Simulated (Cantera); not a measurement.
Mixture: CH4 : O2 : N2 = 1 : 1.4 : 17.5 (molar parts), at 1.00 bar, adiabatic and at constant volume. Ignition delay is the time to a rise of 400 K.

Cantera simulation using GRI-Mech 3.0 (53 species, 325 reactions); the numbers are that mechanism's predictions, not measurements.

Task: Predict: delay at 1098 K; delay at 1173 K; delay at 1248 K; delay at 1323 K; delay at 1398 K; delay at 1473 K; delay at 1548 K; apparent activation energy between 1398 and 1548 K.

Result: 
```json
{
 "delay at 1098 K": "0.850 s",
 "delay at 1173 K": "0.275 s",
 "delay at 1248 K": "95.6 ms",
 "delay at 1323 K": "34.8 ms",
 "delay at 1398 K": "13.2 ms",
 "delay at 1473 K": "5.24 ms",
 "delay at 1548 K": "2.25 ms",
 "apparent activation energy between 1398 and 1548 K": "210 kJ/mol"
}
```
